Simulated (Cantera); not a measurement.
An isothermal, constant-pressure homogeneous reactor starts with C2H6 : H2 = 1 : 47 (molar parts), at 1048 K and 0.000300 bar. Integrator tolerance rtol = 1e-08.

Cantera simulation using GRI-Mech 3.0 (53 species, 325 reactions); the numbers are that mechanism's predictions, not measurements. GRI-Mech 3.0 stops at C3 and has no aromatics, soot or wall deposition, so with more carbon than oxygen in the feed, carbon stays in small species such as C2H2 where larger ones or solid carbon would form. Radical loss at walls, strong at low pressure, is not modelled.

Question: What does this change do: temperature 1048 to 1475 K?

Answer: 
```
quantity                                            before                                     after
-----------------  ---------------------------------------  ----------------------------------------
x(C2H6) at 2.00 s   0.0206 (gas-phase equilibrium 1.54e-7)  1.27e-6 (gas-phase equilibrium 6.56e-12)
x(H2) at 2.00 s        0.979 (gas-phase equilibrium 0.968)       0.966 (gas-phase equilibrium 0.979)
x(CH2) at 2.00 s     <1e-12 (gas-phase equilibrium <1e-12)  3.38e-7 (gas-phase equilibrium 4.30e-10)
x(H) at 2.00 s     2.83e-6 (gas-phase equilibrium 4.42e-7)  0.00102 (gas-phase equilibrium 0.000746)
x(CH3) at 2.00 s   8.00e-7 (gas-phase equilibrium 1.93e-7)  0.000514 (gas-phase equilibrium 7.03e-7)
```
